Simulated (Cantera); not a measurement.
**Thermodynamics of tantalum, niobium, vanadium and zirconium in process gases, feed Ta + O2 + H2**

Input: 1 mol Ta, 0.034 mol O2, 40 mol H2.

Equilibrium computed with Cantera from the NASA thermochemical tables; the gas is ideal and each condensed phase is pure. Candidate condensed phases: H2O, Ta, Ta2O5; 12 gas species. Mutual solubility and eutectic melting of coexisting phases are not modelled. Condensed phases not in the tables: N, O or C dissolved in the metal. Kinetics and transport are ignored.

Stable condensed phases:

```
T in K \ P in Pa
            0.10    0.60     3.6      22     130     770    4600   28000  170000 1000000
   2823        A       A       B       B       B       B       B       B       B       B
   2673        A       B       B       B       B       B       B       B       B       B
   2523        B       B       B       B       B       B       B       B       B       B
   2373        B       B       B       B       B       B       B       B       B       B
   2223        B       B       B       B       B       B       B       B       B       B
   2073        B       B       B       B       B       B       B       B       B       B
   1923        B       B       B       B       B       C       C       C       C       C
   1773        B       B       C       C       C       C       C       C       C       C
   1623        C       C       C       C       C       C       C       C       C       C
   1473        C       C       C       C       C       C       C       C       C       C
   1323        C       C       C       C       C       C       C       C       C       C
   1173        C       C       C       C       C       C       C       C       C       C
   1023        C       C       C       C       C       C       C       C       C       C
```

A: gas only; B: Ta; C: Ta + Ta2O5.
